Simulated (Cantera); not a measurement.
## Ta + CH₄ + H₂ (tantalum, niobium, vanadium and zirconium in process gases)

Input: 1 mol Ta, 2.5 mol CH₄, 13 mol H₂, at 2025 K and 0.0300 bar.

Cantera equilibrium calculation (NASA polynomials, part measured and part estimated; ideal gas, pure solids and liquids). Candidate condensed phases: C, C₆H₆, C₇H₈, C₈H₁₈, Ta, TaC; 77 gas species. TaC: taken at fixed stoichiometry. Condensed phases not in the tables: Ta₂C. Rates play no part.

- x(H₂): 0.988
- x(H): 0.0110
- x(C₂H₂ (acetylene)): 0.000894
- x(CH₄): 1.16e-5
- x(CH₃): 2.57e-6
- n(C(graphite)): 1.47 mol
- n(TaC(s)): 1.00 mol
- gas amount: 18.10 mol
- log10 activity of Ta(s) (absent): -3.62
